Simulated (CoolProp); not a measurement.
Vapour-liquid equilibrium of R22 (1) + acetone (2) at 4.03 bar; x and y are mole fractions of (1).

Model: multi-fluid Helmholtz-energy mixture model, Kamei 1995 and Lemmon 2006; pair parameters Bell 2016, in CoolProp.

Task: Give the bubble temperature and the first vapour's composition at x = 0.45, 0.65, 0.95. Is there an azeotrope?

Result: x = 0.45: 34.6 °C, y = 0.923; x = 0.65: 16.0 °C, y = 0.981; x = 0.95: -4.5 °C, y = 1.000. No azeotrope shows between x = 0.05 and 0.95.

Pair parameters are fitted to limited data, so mixtures are less certain than the pure fluids. With so large a gap from Raoult's law the liquid may split in two, which this calculation doesn't test in full.
